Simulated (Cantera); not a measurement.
Input: 1 mol TiO₂, 13 mol CO, at 180000 Pa.

Method: chemical equilibrium by Gibbs-energy minimisation in Cantera with the NASA 1993 tables (ideal gas, pure condensed phases). Candidate condensed phases: C, Ti, TiC, TiO, TiO₂, Ti₂O₃, Ti₃O₅, Ti₄O₇; 15 gas species. Kinetics and transport are ignored.

x: gas mole fraction; n: condensed amount in mol.

| T (K) | x CO | x CO₂ | n C(graphite) | n TiO₂(rutile) |
|---|---|---|---|---|
| 850 | 0.148 | 0.852 | 5.98 | 1.00 |
| 900 | 0.270 | 0.730 | 5.49 | 1.00 |
| 950 | 0.434 | 0.566 | 4.70 | 1.00 |
| 1000 | 0.614 | 0.386 | 3.62 | 1.00 |
| 1050 | 0.771 | 0.229 | 2.42 | 1.00 |
| 1100 | 0.878 | ___ | ___ | 1.00 |
| 1150 | 0.938 | 0.0624 | 0.764 | 1.00 |
| 1200 | 0.968 | ___ | ___ | 1.00 |
| 1250 | 0.983 | 0.0167 | 0.214 | 1.00 |
| 1300 | 0.991 | 0.00914 | 0.118 | 1.00 |
| 1350 | 0.995 | 0.00519 | 0.0672 | 1.00 |

**Question.** Complete the blanks.

**Answer.** 
- 1100, x CO₂: 0.122
- 1100, n C(graphite): 1.42
- 1200, x CO₂: 0.0319
- 1200, n C(graphite): 0.402
